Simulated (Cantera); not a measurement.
## Hydrocarbon pyrolysis for carbon deposition

A perfectly stirred reactor is fed with C2H6 : N2 : H2O = 1 : 6.5 : 0.23 (molar parts), at 690 Pa; it is held at 1748 K, and followed from long to short residence time.

Detailed kinetics in Cantera: GRI-Mech 3.0 (53 species, 325 reactions). GRI-Mech 3.0 stops at C3 and has no aromatics, soot or wall deposition, so with more carbon than oxygen in the feed, carbon stays in small species such as C2H2 where larger ones or solid carbon would form. Radical loss at walls, strong at low pressure, is not modelled.

| τ (s) | x C2H6 | x CH3 | x CH4 | x HCN | x H2 | x CH2 | x C2H |
|---|---|---|---|---|---|---|---|
| 14 | 4.05e-6 | 0.000397 | 0.00352 | 0.000286 | 0.224 | 2.20e-6 | 3.48e-6 |
| 3.6 | 1.55e-5 | 0.000761 | 0.00628 | 0.000148 | 0.213 | 4.22e-6 | 3.82e-6 |
| 0.91 | 5.89e-5 | 0.00147 | 0.0107 | 7.91e-5 | 0.199 | 8.14e-6 | 4.39e-6 |
| 0.23 | 0.000221 | 0.00288 | 0.0175 | 4.18e-5 | 0.183 | 1.52e-5 | 5.08e-6 |
| 0.058 | 0.000824 | 0.00565 | 0.0271 | 2.15e-5 | 0.162 | 2.72e-5 | 5.81e-6 |
| 0.015 | 0.00296 | 0.0108 | 0.0367 | 1.09e-5 | 0.135 | 4.56e-5 | 6.32e-6 |
| 0.0037 | 0.0110 | 0.0204 | 0.0389 | 5.24e-6 | 0.0976 | 7.26e-5 | 5.59e-6 |
| 0.00093 | 0.0371 | 0.0321 | 0.0242 | 2.16e-6 | 0.0545 | 9.33e-5 | 2.48e-6 |
x: mole fraction; the columns are a selection and need not sum to one.
